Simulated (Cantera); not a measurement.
A closed system holds: 1 mol Si2Cl6, 170 mol H2, 0.086 mol HCl, equilibrated at 1173.15 K and 0.270 bar.

These are equilibrium values from Cantera (NASA tables, ideal gas, pure condensed phases), not measurements of a reactor. Candidate condensed phases: Si; 19 gas species. The feed counts by its element totals alone. The tables' values for SiCl3 are old estimates; treat these amounts as uncertain. Rates play no part.

Base state: H2 0.975, HCl 0.0203, SiHCl3 0.00173, SiCl4 0.00155, SiCl2 0.000964, SiCl3 0.000389, SiH2Cl2 0.000247 (mole fractions); condensed: Si(s).

### Question
What changes in the equilibrium state with this change: temperature from 1173.15 K to 1100 K?

### Answer
```tsv
species	before	after
H2	0.975	0.979
HCl	0.0203	0.0145
SiCl4	0.00155	0.00265
SiCl2	0.000964	0.000435
SiHCl3	0.00173	0.00265
SiCl3	0.000389	0.000288
SiH2Cl2	0.000247	0.000317
SiH3Cl	9.62e-6	1.01e-5
Si(s), mol	1.16	0.908
```

### Question
What changes in the equilibrium state with this change: 1.4 mol N2 added?

### Answer
| species | before | after |
|---|---|---|
| H2 | 0.975 | 0.965 |
| HCl | 0.0203 | 0.0349 |
| N2 | 0 | 0.000427 |
| SiHCl3 | 0.00173 | 1.98e-5 |
| SiCl4 | 0.00155 | 3.07e-5 |
| SiH2Cl2 | 0.000247 | 1.63e-6 |
| SiCl2 | 0.000964 | 6.43e-6 |
| Si(s), mol | 1.16 | 0 |
| Si3N4(s), mol | 0 | 0.663 |
N2 is the only nitrogen source here; it is nearly inert below about 1500 K, so the nitride shown seldom forms there in practice. Further candidate phases: NH4Cl, Si3N4.
